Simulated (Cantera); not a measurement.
Source: NASA polynomial tables (part measured, part estimated), evaluated in Cantera. Values are per mole of reaction as written; species without (g) are pure solids or liquids, kept so even where they would boil at 1 bar.

3 N(g) + SO₃(g) ⇌ 3 NO(g) + S, with ΔH° = -748.5 kJ and ΔS° = -52.4 J/K at 300 K.

Task: How far is the shortcut ΔG° ≈ ΔH°(300 K) − T·ΔS°(300 K) from the full temperature-dependent value at 623, 648, 673, 698, 723, 748, 773, 798, 823, 848 K?

Result: 
| T (K) | shortcut (kJ) | full (kJ) | difference (kJ) | difference in log10 K | condensed phases |
|---|---|---|---|---|---|
| 623 | -715.8 | -717.3 | 1.5 | -0.12 | S(l) |
| 648 | -714.5 | -716.2 | 1.6 | -0.13 | S(l) |
| 673 | -713.2 | -715.0 | 1.8 | -0.14 | S(l) |
| 698 | -711.9 | -713.9 | 2.0 | -0.15 | S(l) |
| 723 | -710.6 | -712.7 | 2.1 | -0.15 | S(l) |
| 748 | -709.3 | -711.6 | 2.3 | -0.16 | S(l) |
| 773 | -708.0 | -710.4 | 2.4 | -0.16 | S(l) |
| 798 | -706.7 | -709.3 | 2.6 | -0.17 | S(l) |
| 823 | -705.4 | -708.1 | 2.7 | -0.17 | S(l) |
| 848 | -704.1 | -706.9 | 2.9 | -0.18 | S(l) |
The shortcut ignores heat capacities and the phase changes listed.
